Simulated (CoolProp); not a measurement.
Vapour-liquid equilibrium of isopentane (1) + toluene (2) at 0.659 MPa; x and y are mole fractions of (1).

Values from CoolProp's multi-fluid Helmholtz-energy mixture model, Lemmon 2006 and Lemmon 2006; pair parameters Bell 2016.

Task: Give the bubble temperature and the first vapour's composition at x = 0.15, 0.25, 0.85. Is there an azeotrope?

Result: x = 0.15: 162.3 °C, y = 0.492; x = 0.25: 146.3 °C, y = 0.671; x = 0.85: 102.2 °C, y = 0.967. No azeotrope shows between x = 0.05 and 0.95.

Pair parameters are fitted to limited data, so mixtures are less certain than the pure fluids. The gap from Raoult's law changes sign with composition, which may be real or a fault of the pair parameters; it wasn't checked against measurements.
